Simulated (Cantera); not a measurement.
Input: 1 mol TiO2, 5.1 mol CO, 0.85 mol H2, equilibrated at 0.0170 bar.

Method: chemical equilibrium by Gibbs-energy minimisation in Cantera with the NASA 1993 tables (ideal gas, pure condensed phases). Candidate condensed phases: C, C6H6, C7H8, C8H18, H2O, Ti, TiC, TiO, TiO2, Ti2O3, Ti3O5, Ti4O7; 113 gas species. Mutual solubility and eutectic melting of coexisting phases are not modelled. Condensed phases not in the tables: Magnéli phases beyond Ti4O7. Kinetics and transport are ignored. All values below are at 1523 K.

Base state: CO 0.851, H2 0.140, CO2 0.00600, H2O 0.00265, H 6.64e-5 (mole fractions); condensed: TiO2(rutile) + Ti4O7(s).

Problem. What changes in the equilibrium state with this change: H2 from 0.85 to 7.9 mol?

Solution. 
| species | before | after |
|---|---|---|
| H2 | 0.140 | 0.596 |
| CO | 0.851 | 0.390 |
| H2O | 0.00265 | 0.0113 |
| CO2 | 0.00600 | 0.00275 |
| H | 6.64e-5 | 0.000137 |
| TiO2(rutile), mol | 0.794 | 0.270 |
| Ti4O7(s), mol | 0.0515 | 0.183 |
